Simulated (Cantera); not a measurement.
Charge: 1 mol C2H5OH, 0.043 mol H2O, 55 mol H2, at 18000 Pa.

Method: chemical equilibrium by Gibbs-energy minimisation in Cantera with the NASA 1993 tables (ideal gas, pure condensed phases). Candidate condensed phases: C, C6H6, C7H8, C8H18, H2O; 110 gas species. Equilibrium is a limit: real reactors are often held back by kinetics, nucleation or transport.

### Question
At 1948 K, list the 5 most abundant gas species with their mole fractions, and the condensed phases.

### Answer
H2 0.979, CO 0.0176, H 0.00264, C2H2 (acetylene) 0.000528, CH4 8.44e-5. Condensed: C(graphite).
